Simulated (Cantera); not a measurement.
A perfectly stirred reactor is fed with NH₃ : H₂ = 1 : 3.7 (molar parts), at 1.01 bar; it is held at 1350 K, and followed from long to short residence time.

Cantera simulation using the gas-phase N/H chemistry of the illustrative SiF4/NH3 mechanism in the Surface Chemkin manual (1991); the numbers are that mechanism's predictions, not measurements. Walls and surfaces, which speed up NH3 decomposition in real reactors, are not modelled.

What does this change do: temperature 1350 to 1800 K?


```
quantity                  before     after
----------------------  --------  --------
x(NH₃) at τ = 0.320 s      0.213     0.149
x(H₂) at τ = 0.320 s       0.787     0.825
x(NH₂) at τ = 0.320 s    1.04e-6  0.000102
x(N₂H₄) at τ = 0.320 s   1.45e-9   2.97e-8
x(N₂) at τ = 0.320 s     1.72e-6    0.0263
x(NH₃) at τ = 34.0 ms      0.213     0.202
x(H₂) at τ = 34.0 ms       0.787     0.793
x(NH₂) at τ = 34.0 ms    7.34e-7  0.000127
x(N₂H₄) at τ = 34.0 ms  7.27e-10   4.66e-8
x(N₂) at τ = 34.0 ms     8.92e-8   0.00418
```
